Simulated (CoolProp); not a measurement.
The fluid at 615 K and 2.24 MPa expands adiabatically to 0.196 MPa with isentropic efficiency 1. The same conditions are run with several fluids, on thermodynamics alone (safety and materials aside).

Computed with CoolProp (reference Helmholtz-energy equation of state of each fluid (ethylbenzene: Zhou 2012; oxygen: Schmidt 1985; hydrogen sulfide: Lemmon 2006; propane: Lemmon 2009; hydrogen chloride: Thol 2018)).

Q: Rank ethylbenzene, oxygen, hydrogen sulfide, propane, hydrogen chloride by work (kJ/kg), highest first.

A: oxygen (286), hydrogen sulfide (278), propane (256), hydrogen chloride (243), ethylbenzene (98.6)

```json
[
 {"fluid": "ethylbenzene", "final temperature (K)": "550.4", "final density (kg/m³)": "4.68"},
 {"fluid": "oxygen", "final temperature (K)": "316.9", "final density (kg/m³)": "2.38"},
 {"fluid": "hydrogen sulfide", "final temperature (K)": "352.2", "final density (kg/m³)": "2.30"},
 {"fluid": "propane", "final temperature (K)": "518.4", "final density (kg/m³)": "2.02"},
 {"fluid": "hydrogen chloride", "final temperature (K)": "306.3", "final density (kg/m³)": "2.84"}
]
```

Above 300 K oxygen's equation is extrapolated.
